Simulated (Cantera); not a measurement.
A perfectly stirred reactor is fed with H2 : O2 : N2 = 1 : 0.312 : 1.17 (molar parts), at 12.0 bar; it is adiabatic with a 750 K inlet, and is followed from long to short residence time, starting on the burning branch (τ in s: 0.47, 0.17, 0.065, 0.024, 0.0089, 0.0033, 0.0012, 0.00045, 0.00017, 6.2e-05, 2.3e-05).

Model: the H2/O2 subset of GRI-Mech 3.0, which has no nitrogen chemistry, integrated in Cantera. The hydrogen kinetics of GRI-Mech 3.0 are dated; newer H2 mechanisms differ, most at raised pressure. The pressure lies above the range GRI-Mech 3.0 was tuned for (to about 10 atm).

Q: What does this change do: pressure from 12.0 bar to 5.00 bar?

A: 
| quantity | before | after |
|---|---|---|
| blow-out, bracketed by the residence times tried | burning at 23.0 µs, the shortest tried | burning at 23.0 µs, the shortest tried |
| x(H2) at τ = 0.470 s | 0.172 | 0.171 |
| x(O2) at τ = 0.470 s | 1.52e-5 | 3.19e-5 |
| x(H2O2) at τ = 0.470 s | 3.08e-8 | 2.79e-8 |
| x(OH) at τ = 0.470 s | 0.00147 | 0.00210 |
| x(HO2) at τ = 0.470 s | 4.11e-8 | 5.55e-8 |
| x(H2) at τ = 3.30 ms | 0.171 | 0.170 |
| x(O2) at τ = 3.30 ms | 5.09e-5 | 0.000100 |
| x(H2O2) at τ = 3.30 ms | 4.41e-8 | 4.72e-8 |
| x(OH) at τ = 3.30 ms | 0.00161 | 0.00257 |
| x(HO2) at τ = 3.30 ms | 7.74e-8 | 1.27e-7 |

Q: What does this change do: inlet temperature 750 to 523 K?

A: 
| quantity | before | after |
|---|---|---|
| blow-out, bracketed by the residence times tried | burning at 23.0 µs, the shortest tried | burning at 23.0 µs, the shortest tried |
| x(H2) at τ = 0.470 s | 0.172 | 0.172 |
| x(O2) at τ = 0.470 s | 1.52e-5 | 3.41e-6 |
| x(H2O2) at τ = 0.470 s | 3.08e-8 | 9.39e-9 |
| x(OH) at τ = 0.470 s | 0.00147 | 0.000564 |
| x(HO2) at τ = 0.470 s | 4.11e-8 | 7.86e-9 |
| x(H2) at τ = 3.30 ms | 0.171 | 0.172 |
| x(O2) at τ = 3.30 ms | 5.09e-5 | 6.69e-5 |
| x(H2O2) at τ = 3.30 ms | 4.41e-8 | 3.10e-8 |
| x(OH) at τ = 3.30 ms | 0.00161 | 0.000778 |
| x(HO2) at τ = 3.30 ms | 7.74e-8 | 6.79e-8 |
